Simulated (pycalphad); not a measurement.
An equivalent pycalphad script:

```python
from pycalphad import Database, equilibrium, calculate, variables as v
import numpy as np
db = Database('COST507.tdb')
comps = ['AL', 'CU', 'SI', 'VA']
phases = ['ALCU_DELTA', 'ALCU_EPSILON', 'ALCU_ETA', 'ALCU_PRIME', 'ALCU_THETA', 'ALCU_ZETA', 'BCC_A2', 'CU19SI6_ETA', 'CU33SI7_DELTA', 'CU4SI_EPSILON', 'CU56SI11_GAMMA', 'DIAMOND_A4', 'FCC_A1', 'GAMMA_D83', 'GAMMA_H', 'HCP_A3', 'LIQUID']
eq = equilibrium(db, comps, phases, {v.X('CU'): 0.0341, v.X('SI'): 0.0353, v.T: np.arange(1850, 499, -50), v.P: 101325, v.N: 1}, output=['HM', 'SM'])
```

Source of the numbers: pycalphad with the COST 507 light-alloy database (1999); pressure 1 atm. These are 1990s assessments: newer ones move some temperatures and phases. Not assessed as a whole: an extrapolation from subsystems, which can miss ternary compounds. Phase fractions are per mole of atoms.

Results at three of the temperatures:

```
T = 1650.00 K, P = 101325 Pa, N = 1 mol of atoms
G = -100815 J/mol, H = 50993 J/mol, S = 92.00 J/(mol K)  (SER reference)
chemical potentials (J/mol): Al -97161, Cu -178564, Si -122011
phase             fraction      x(Al)      x(Cu)      x(Si)
LIQUID              1.0000     0.9306     0.0341     0.0353
```

```
T = 650.00 K, P = 101325 Pa, N = 1 mol of atoms
G = -23744 J/mol, H = 7942 J/mol, S = 48.75 J/(mol K)  (SER reference)
chemical potentials (J/mol): Al -22412, Cu -68496, Si -15618
phase             fraction      x(Al)      x(Cu)      x(Si)
FCC_A1              0.8764     0.9929     0.0051     0.0020
ALCU_THETA          0.0900     0.6713     0.3287       none
DIAMOND_A4          0.0336   6.51e-09       none     1.0000
```

```
T = 600.00 K, P = 101325 Pa, N = 1 mol of atoms
G = -21367 J/mol, H = 6417 J/mol, S = 46.31 J/(mol K)  (SER reference)
chemical potentials (J/mol): Al -20008, Cu -66229, Si -13847
phase             fraction      x(Al)      x(Cu)      x(Si)
FCC_A1              0.8699     0.9962     0.0029   0.000925
ALCU_THETA          0.0956     0.6695     0.3305       none
DIAMOND_A4          0.0345   1.14e-09       none     1.0000
```

Changes of the phase set, refined by bisection:

```
T (K)                 phases above                     phases below
-----  ---------------------------  -------------------------------
890.7                       liquid                     fcc + liquid
813.5                 fcc + liquid      diamond (Si) + fcc + liquid
785.2  diamond (Si) + fcc + liquid  ALCU_THETA + diamond (Si) + fcc
```

Database names, with the compositions (at.%) that they take in these runs: ALCU_THETA: Al 67 Cu 32. FCC_A1 is fcc; DIAMOND_A4 is diamond (Si). An entry "none" or "no" means that the model of the phase leaves that element out.
